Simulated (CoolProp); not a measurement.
A Linde-Hampson liquefier for oxygen: isothermal reversible compression at 280 K from 1 atm to 10 MPa, throttling to 1 atm, return gas leaving the recuperator 2 K below the feed. Each further row changes one setting.

Values from CoolProp's reference Helmholtz-energy equation of state, Schmidt 1985.

| case | liquid yield per pass | compression work (kJ/kg of gas) |
|---|---|---|
| as stated | (withheld) | 328 |
| high pressure 20 MPa | 0.124 | (withheld) |
| warm-end temperature 310 K | (withheld) | (withheld) |
| warm-end gap 7 K | (withheld) | 328 |

Q: What belongs in the gaps?

A: 
- as stated, liquid yield per pass: 0.065
- high pressure 20 MPa, compression work (kJ/kg of gas): 375
- warm-end temperature 310 K, liquid yield per pass: 0.048
- warm-end temperature 310 K, compression work (kJ/kg of gas): 366
- warm-end gap 7 K, liquid yield per pass: 0.054

Above 300 K oxygen's equation is extrapolated.
